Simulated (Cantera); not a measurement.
**Equilibrium for silicon epitaxy and polysilicon growth: Si3H8 + HCl + N2 + Cl2**

Charge: 1 mol Si3H8, 1.8 mol HCl, 35 mol N2, 0.029 mol Cl2, held at 1600 K and 10.0 Torr.

Equilibrium computed with Cantera from the NASA thermochemical tables; the gas is ideal and each condensed phase is pure. Candidate condensed phases: NH4Cl, Si, Si3N4; 28 gas species. The feed counts by its element totals alone. The tables' values for SiCl3 are old estimates; treat these amounts as uncertain. Kinetics and transport are ignored.

* **x(N2)**: 0.850
* **x(H2)**: 0.106
* **x(HCl)**: 0.0388
* **x(SiCl2)**: 0.00432
* **x(H)**: 0.000154
* **x(SiCl3)**: 8.09e-5
* **x(Cl)**: 4.43e-5
* **x(SiCl4)**: 3.73e-6
* **x(SiCl)**: 2.92e-6
* **n(Si3N4(s))**: 0.943 mol
* **gas amount**: 38.95 mol
* **log10 activity of Si(s) (absent)**: -1.05
